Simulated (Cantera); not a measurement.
**Adiabatic ignition**

An adiabatic, constant-pressure homogeneous reactor starts with CH₄ : O₂ : N₂ = 1 : 1.82 : 6.84 (molar parts), equivalence ratio 1.1, at 1350 K and 0.680 bar.

Detailed kinetics in Cantera: GRI-Mech 3.0 (53 species, 325 reactions).

| t (s) | T (K) | x CH₄ | x O₂ | x OH | x C₂H₄ | x O | x CH₂O |
|---|---|---|---|---|---|---|---|
| 2.00e-6 | 1350 | 0.104 | 0.188 | 1.76e-10 | <1e-12 | 1.39e-10 | 2.96e-11 |
| 5.22e-6 | 1350 | 0.104 | 0.188 | 2.82e-10 | <1e-12 | 2.02e-10 | 2.18e-10 |
| 1.36e-5 | 1350 | 0.104 | 0.188 | 3.97e-10 | <1e-12 | 2.46e-10 | 1.57e-9 |
| 3.56e-5 | 1350 | 0.104 | 0.188 | 7.74e-10 | 1.91e-12 | 3.63e-10 | 1.13e-8 |
| 9.28e-5 | 1350 | 0.104 | 0.188 | 2.13e-9 | 4.55e-11 | 7.24e-10 | 8.63e-8 |
| 0.000242 | 1350 | 0.104 | 0.188 | 7.00e-9 | 1.34e-9 | 2.13e-9 | 7.72e-7 |
| 0.000632 | 1350 | 0.103 | 0.188 | 2.59e-8 | 6.02e-8 | 8.85e-9 | 8.68e-6 |
| 0.00165 | 1350 | 0.103 | 0.188 | 7.87e-8 | 2.22e-6 | 2.91e-8 | 8.51e-5 |
| 0.00431 | 1355 | 0.102 | 0.188 | 2.54e-7 | 3.42e-5 | 8.15e-8 | 0.000524 |
| 0.0112 | 2677 | <1e-12 | 0.0125 | 0.0167 | <1e-12 | 0.00446 | 3.06e-10 |
| 0.0294 | 2671 | <1e-12 | 0.0114 | 0.0161 | <1e-12 | 0.00416 | 3.14e-10 |
| 0.0766 | 2671 | <1e-12 | 0.0114 | 0.0161 | <1e-12 | 0.00415 | 3.14e-10 |
| 0.200 | 2671 | <1e-12 | 0.0114 | 0.0161 | <1e-12 | 0.00415 | 3.14e-10 |
x: mole fraction; the columns are a selection and need not sum to one.

```json
{
 "time_of_steepest_temperature_rise": "8.82 ms",
 "temperature at 0.200 s": "2671 K",
 "equilibrium_temperature": "2671 K",
 "x(CH₄) at 0.200 s": "<1e-12 (gas-phase equilibrium <1e-12)",
 "x(O₂) at 0.200 s": "0.0114 (gas-phase equilibrium 0.0114)",
 "x(OH) at 0.200 s": "0.0161 (gas-phase equilibrium 0.0161)"
}
```
